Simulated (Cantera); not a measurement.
What does this Cantera script print?

```python
import numpy as np
import cantera as ct

gas_names = """
    AL ALO ALO2 AL2 AL2O AL2O2 O O2 O3
""".split()
cond_names = """
    AL(cr) AL(L) AL2O3(a) AL2O3(L)
""".split()


# ... load() reads the species with a 1 bar reference pressure and builds the phases ...
atoms = {
    'Al2O3': {'AL': 2, 'O': 3},
    'O2': {'O': 2},
}
top_T = {}  # K; cautious upper limits of use, not melting points


# ... equilibrate(T, P, feed) seeds the gas with the atoms and calls Mixture.equilibrate('TP', solver="vcs", rtol=1e-11, max_steps=5000) ...
results = []
feed = {'Al2O3': 1, 'O2': 3.3}  # mol
T = 2100  # K
P = 100000  # Pa
mix = equilibrate(T, P, feed)
results.append((T, P, feed, dict(zip(mix.species_names, mix.species_moles))))
x = sorted(zip(gas.X, gas.species_names), reverse=True)
print(f"T = {T:g} K  P = {P:g} Pa  gas = {mix.phase_moles(0):.4g} mol")
print("   x: " + "  ".join(f"{s} {v:.3e}" for v, s in x if v > 1e-05))
print("   condensed (mol): " + ("  ".join(f"{mix.phase(i).name} {mix.phase_moles(i):.4g}"
      for i in range(1, mix.n_phases) if mix.phase_moles(i) > 1e-12) or "none"))
```

It prints:

```
T = 2100 K  P = 100000 Pa  gas = 3.302 mol
   x: O2 9.986e-01  O 1.389e-03
   condensed (mol): AL2O3(a) 1
```

Method: chemical equilibrium by Gibbs-energy minimisation in Cantera with the NASA 1993 tables (ideal gas, pure condensed phases).
